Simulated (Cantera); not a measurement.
A Cantera script and its output.

```python
import numpy as np
import cantera as ct

gas = ct.Solution("h2o2.yaml")
gas.TPX = 900, 100000, {'H2': 0.32, 'O2': 1, 'N2': 77}
reactor = ct.IdealGasConstPressureReactor(gas, energy="off", clone=False)
net = ct.ReactorNet([reactor])
net.rtol, net.atol = 1e-08, 1e-18
show = ['H2', 'O2', 'H2O', 'OH', 'H2O2', 'HO2']
times = np.geomspace(0.0001, 60, 9)

steps = ct.SolutionArray(gas, extra=["t"])
rows = []
print(f"{'t/s':>10s}{'T/K':>9s}{'P/Pa':>11s}" + "".join(f"{s:>11s}" for s in show))
for t in times:
    while net.time < t:
        t_next = net.step()
        steps.append(gas.state, t=t_next)
    rows.append([np.interp(t, steps.t, y) for y in (steps.T, steps.P, *steps(*show).X.T)])
    print(f"{t:10.3e}{rows[-1][0]:9.1f}{rows[-1][1]:11.4g}" + "".join(f"{x:11.3e}" for x in rows[-1][2:]))
rate = np.gradient(steps.T, steps.t)
print("integrator steps:", len(steps.t))
if steps.T.max() > steps.T[0] + 200:
    print(f"time of steepest temperature rise: {steps.t[rate.argmax()]:.4e} s")
gas.TPX = 900, 100000, {'H2': 0.32, 'O2': 1, 'N2': 77}
gas.equilibrate("TP")
print(f"equilibrium (TP): T = {gas.T:.1f} K  " + "  ".join(f"{s} {gas[s].X[0]:.3e}" for s in show))
```

It prints:

```
       t/s      T/K       P/Pa         H2         O2        H2O         OH       H2O2        HO2
 1.000e-04    900.0      1e+05  4.086e-03  1.277e-02  1.731e-14  7.564e-15  9.695e-18  2.593e-13
 5.276e-04    900.0      1e+05  4.086e-03  1.277e-02  4.291e-13  2.766e-14  3.844e-16  2.008e-12
 2.783e-03    900.0      1e+05  4.086e-03  1.277e-02  4.791e-12  4.155e-14  1.504e-14  1.439e-11
 1.468e-02    900.0      1e+05  4.086e-03  1.277e-02  3.015e-11  4.350e-14  4.656e-13  8.281e-11
 7.746e-02    900.0      1e+05  4.086e-03  1.277e-02  1.906e-10  6.043e-14  1.164e-11  4.702e-10
 4.086e-01    900.0      1e+05  4.086e-03  1.277e-02  3.029e-09  3.446e-13  2.686e-10  4.461e-09
 2.156e+00    900.0      1e+05  3.988e-03  1.271e-02  8.719e-05  1.110e-08  9.083e-06  3.372e-06
 1.137e+01    900.0      1e+05  2.324e-04  1.086e-02  3.860e-03  1.472e-08  1.263e-06  1.028e-06
 6.000e+01    900.0      1e+05  1.146e-05  1.075e-02  4.083e-03  2.140e-09  9.766e-09  8.915e-08
integrator steps: 1146
equilibrium (TP): T = 900.0 K  H2 1.271e-13  O2 1.075e-02  H2O 4.094e-03  OH 1.267e-09  H2O2 2.889e-13  HO2 3.430e-12
```

Model: the H2/O2 subset of GRI-Mech 3.0, which has no nitrogen chemistry, integrated in Cantera. Below about 950 K walls govern HO2 and H2O2 in real vessels.
